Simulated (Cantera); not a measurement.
Mixture: CO : H2 : CH4 : O2 : N2 = 1 : 0.39 : 0.49 : 3.22 : 12.1 (molar parts), equivalence ratio 0.52, at 18.8 atm, adiabatic and at constant pressure. Ignition delay is the time to a rise of 400 K.

Computed with Cantera and GRI-Mech 3.0 (53 species, 325 reactions). The pressure lies above the range GRI-Mech 3.0 was tuned for (to about 10 atm).

Task: What does this change do: pressure from 18.8 atm to 6.22 atm?

Result: 
```
quantity                                                before       after
--------------------------------------------------  ----------  ----------
delay at 1025 K                                        4.93 ms     5.26 ms
delay at 1100 K                                        1.09 ms     1.04 ms
delay at 1175 K                                       0.305 ms    0.343 ms
delay at 1250 K                                       0.111 ms    0.153 ms
delay at 1325 K                                        50.3 µs     80.1 µs
delay at 1400 K                                        26.4 µs     46.4 µs
delay at 1475 K                                        15.3 µs     28.9 µs
apparent activation energy between 1325 and 1475 K  130 kJ/mol  110 kJ/mol
```
